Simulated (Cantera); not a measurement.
# Equilibrium for silicon epitaxy and polysilicon growth: Si2H6 + HCl + H2

Input: 1 mol Si2H6, 0.067 mol HCl, 850 mol H2, held at 0.133 bar.

Equilibrium computed with Cantera from the NASA thermochemical tables; the gas is ideal and each condensed phase is pure. Candidate condensed phases: Si; 19 gas species. The feed counts by its element totals alone. Gases not in the tables: Si2H6 and higher silanes. Rates play no part.

From 650 °C to 1350 °C the condensed part is Si(s). From 1450 °C to 1550 °C the condensed part is Si(l). The main Si-bearing gas is SiH3Cl at 650 °C and SiH2 at 1550 °C.

```tsv
T (°C)	log p H2	log p H	log p HCl	log p SiH2	log p Si	n Si(s)	n Si(l)
650	-0.88	-10.05	-4.98	-11.96	<-12	2.00	0
750	-0.88	-8.82	-4.98	-10.62	<-12	2.00	0
850	-0.88	-7.81	-4.98	-9.52	<-12	2.00	0
950	-0.88	-6.96	-4.98	-8.60	-11.49	2.00	0
1050	-0.88	-6.24	-4.98	-7.82	-10.05	2.00	0
1150	-0.88	-5.62	-4.98	-7.15	-8.82	2.00	0
1250	-0.88	-5.07	-4.98	-6.57	-7.74	2.00	0
1350	-0.88	-4.60	-4.98	-6.06	-6.81	1.99	0
1450	-0.88	-4.18	-4.98	-5.65	-6.01	0	1.98
1550	-0.88	-3.80	-4.98	-5.33	-5.35	0	1.93
```
log p: log10 of the partial pressure in bar; n: condensed amount in mol.
